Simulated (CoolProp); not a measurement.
Properties of trans-2-butene along the isotherm 525 K (Tc = 428.6 K, pc = 4019 kPa, ω = 0.210).

The numbers come from the reference Helmholtz-energy equation of state, Lemmon 2005 in CoolProp. It is a short technical equation, of lower accuracy than the large ones.

| p (kPa) | phase | cp (kJ/(kg K)) | cv (kJ/(kg K)) | fugacity coefficient |
|---|---|---|---|---|
| 1670 | gas | 2.457 | … | 0.9286 |
| 3350 | gas | 2.591 | 2.266 | 0.8602 |
| 5020 | supercritical | 2.789 | 2.293 | … |
| 6700 | supercritical | 3.058 | 2.318 | 0.7359 |
| 8370 | supercritical | 3.336 | 2.337 | 0.6818 |
| 10000 | supercritical | 3.490 | 2.343 | 0.6358 |
| 11700 | supercritical | 3.482 | 2.341 | 0.5956 |
| 13400 | supercritical | … | 2.336 | 0.5629 |
| 15100 | supercritical | 3.306 | 2.331 | 0.5367 |
| 16700 | supercritical | 3.234 | 2.327 | … |
| 18400 | supercritical | 3.173 | 2.324 | 0.4997 |
| 20100 | supercritical | 3.123 | 2.322 | 0.4860 |

Some entries are withheld; supply them.


- 1670, cv (kJ/(kg K)): 2.241
- 5020, fugacity coefficient: 0.7960
- 13400, cp (kJ/(kg K)): 3.396
- 16700, fugacity coefficient: 0.5168
